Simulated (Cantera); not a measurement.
A closed system holds: 1 mol SiCl₄, 2.8 mol O₃, 30 mol H₂, 1.4 mol NO, at 0.00133 bar.

Equilibrium computed with Cantera from the NASA thermochemical tables; the gas is ideal and each condensed phase is pure. Candidate condensed phases: H₂O, NH₄Cl, Si, SiO₂, Si₂N₂O, Si₃N₄; 47 gas species. The tables hold silica as quartz up to 1696 K and as liquid above; real silica turns to tridymite and cristobalite and melts near 1996 K. Kinetics and transport are ignored.

Problem. Which condensed phases are stable at each of these points (T (°C)): 900, 1000, 1100, 1200, 1300, 1400, 1500?

Solution. 
```
T (°C)  condensed phases  Si condensed (%)
------  ----------------  ----------------
900       SiO₂(β-quartz)             100.0
1000      SiO₂(β-quartz)             100.0
1100      SiO₂(β-quartz)             100.0
1200      SiO₂(β-quartz)             100.0
1300      SiO₂(β-quartz)              99.9
1400      SiO₂(β-quartz)              99.0
1500     SiO₂(condensed)              91.9
```

From 900 °C to 1400 °C the condensed part is SiO₂(β-quartz). At 1500 °C the condensed part is SiO₂(condensed).
